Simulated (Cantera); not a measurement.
A freely propagating, adiabatic, planar premixed flame of 31.8 % CO, 1.66 % H₂, 13.9 % O₂, 52.5 % N₂, unburnt at 350 K and 0.460 bar; mixture-averaged transport, grid criteria slope 0.08 and curve 0.16, no radiation.

Detailed kinetics in Cantera: GRI-Mech 3.0 (53 species, 325 reactions). Burning velocities carry a grid error of a few per cent, more on coarse grids.

### Question
Predict: laminar burning velocity; thermal thickness; peak x(H₂O₂).

### Answer
```json
{
 "laminar_burning_velocity": "63.3 cm/s",
 "thermal_thickness": "1.89 mm",
 "peak x(H₂O₂)": "7.38e-5"
}
```
